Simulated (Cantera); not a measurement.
An isothermal, constant-pressure homogeneous reactor starts with N₂O : N₂ = 1 : 0.2 (molar parts), at 1100 K and 0.0263 atm. Integrator tolerance rtol = 1e-08.

Computed with Cantera and GRI-Mech 3.0 (53 species, 325 reactions). GRI-Mech 3.0 was tuned for natural gas; its chemistry of N2O as a main component is partial and can be far from experiment. Radical loss at walls, strong at low pressure, is not modelled. The mechanism lacks the step 2 NO + O2 → 2 NO2, which can matter for NO2 below about 1400 K. The temperature is held fixed by assumption; the heat of reaction is taken as removed at once.

What does this change do: N2 0.2 to 1.3 parts?


```json
[
 {"quantity": "x(N₂O) at 90.0 s", "before": "0.646 (gas-phase equilibrium 1.11e-9)", "after": "0.348 (gas-phase equilibrium 1.01e-9)"},
 {"quantity": "x(O₂) at 90.0 s", "before": "0.0616 (gas-phase equilibrium 0.294)", "after": "0.0332 (gas-phase equilibrium 0.179)"},
 {"quantity": "x(N₂) at 90.0 s", "before": "0.283 (gas-phase equilibrium 0.706)", "after": "0.614 (gas-phase equilibrium 0.821)"},
 {"quantity": "x(O) at 90.0 s", "before": "3.31e-7 (gas-phase equilibrium 8.34e-9)", "after": "3.31e-7 (gas-phase equilibrium 6.50e-9)"},
 {"quantity": "x(NO₂) at 90.0 s", "before": "3.46e-6 (gas-phase equilibrium 5.27e-7)", "after": "1.80e-6 (gas-phase equilibrium 3.45e-7)"},
 {"quantity": "x(NO) at 90.0 s", "before": "0.00900 (gas-phase equilibrium 9.57e-5)", "after": "0.00485 (gas-phase equilibrium 8.05e-5)"}
]
```

What does this change do: temperature 1100 to 1125 K?


```tsv
quantity	before	after
x(N₂O) at 90.0 s	0.646 (gas-phase equilibrium 1.11e-9)	0.541 (gas-phase equilibrium 1.36e-9)
x(O₂) at 90.0 s	0.0616 (gas-phase equilibrium 0.294)	0.0953 (gas-phase equilibrium 0.294)
x(N₂) at 90.0 s	0.283 (gas-phase equilibrium 0.706)	0.348 (gas-phase equilibrium 0.706)
x(O) at 90.0 s	3.31e-7 (gas-phase equilibrium 8.34e-9)	5.21e-7 (gas-phase equilibrium 1.54e-8)
x(NO₂) at 90.0 s	3.46e-6 (gas-phase equilibrium 5.27e-7)	6.09e-6 (gas-phase equilibrium 5.72e-7)
x(NO) at 90.0 s	0.00900 (gas-phase equilibrium 9.57e-5)	0.0158 (gas-phase equilibrium 0.000120)
```
